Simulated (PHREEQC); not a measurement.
Solution (30 °C): 190 mmol/kgw KOH, 2.4 mmol/kgw KNO3 and 0.32 mmol/kgw KH2PO4. Closed to the air; pH follows from the charge balance.

All values are PHREEQC results (ion-association model, wateq4f.dat), not measurements.

Precipitation was switched off in this run.

Order these P species by the share of P that they hold, largest first: PO4-3, HPO4-2, KHPO4-.

PO4-3 (95 %), HPO4-2 (4.5 %), KHPO4- (0.48 %)

The pH is 12.97 and the ionic strength 0.194 mol/kgw. H3PO4, which wateq4f.dat lacks, is added to it with the constant of phreeqc.dat.
